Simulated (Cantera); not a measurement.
Feed: 1 mol B2O3, 0.37 mol NH3, 0.056 mol O2, equilibrated at 0.00750 bar.

Method: chemical equilibrium by Gibbs-energy minimisation in Cantera with the NASA 1993 tables (ideal gas, pure condensed phases). Candidate condensed phases: B, BN, B2O3, B3O3H3, H2O; 39 gas species. Gases not in the tables: H3BO3. Equilibrium is a limit: real reactors are often held back by kinetics, nucleation or transport.

**Question.** Which condensed phases are stable at each of these points (T (°C)): 725, 825, 925, 1025, 1125, 1225, 1325, 1425, 1525, 1625?

**Answer.** 
```tsv
T (°C)	condensed phases	B condensed (%)
725	B2O3(l)	100.0
825	B2O3(l)	100.0
925	B2O3(l)	99.9
1025	B2O3(l)	99.5
1125	B2O3(l)	98.5
1225	B2O3(l)	96.4
1325	B2O3(l)	92.1
1425	B2O3(l)	80.9
1525	B2O3(l)	9.6
1625	gas only	0.0
```

From 725 °C to 1525 °C the condensed part is B2O3(l). At 1625 °C nothing is condensed.
